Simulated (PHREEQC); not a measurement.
A solution holds 0.0018 mol H2SO4, 0.13 mol FeCl3 and 6.1e-05 mol CuCl2 per kg of water, at 25 °C. Closed to the air; pH follows from the charge balance.

All values are PHREEQC results (ion-association model, phreeqc.dat), not measurements.

This is a speciation only: nothing precipitates in the calculation.

Q: Order these Fe species by the share of Fe that they hold, largest first: Fe2(OH)2+4, FeOH+2, Fe+3, FeCl+2, FeCl2+.

A: FeCl+2 (51 %), Fe+3 (22 %), FeCl2+ (14 %), Fe2(OH)2+4 (7.3 %), FeOH+2 (3.9 %)

Q: Order these Cu species by the share of Cu that they hold, largest first: CuCl+, Cu+2, CuSO4, CuCl2.

A: Cu+2 (83 %), CuCl+ (16 %), CuCl2 (0.96 %), CuSO4 (0.13 %)

The pH is 1.82 and the ionic strength 0.477 mol/kgw. The solution is supersaturated, for example in Hematite (slow to form), Goethite (slow to form), so a real one may precipitate; this is no full list.
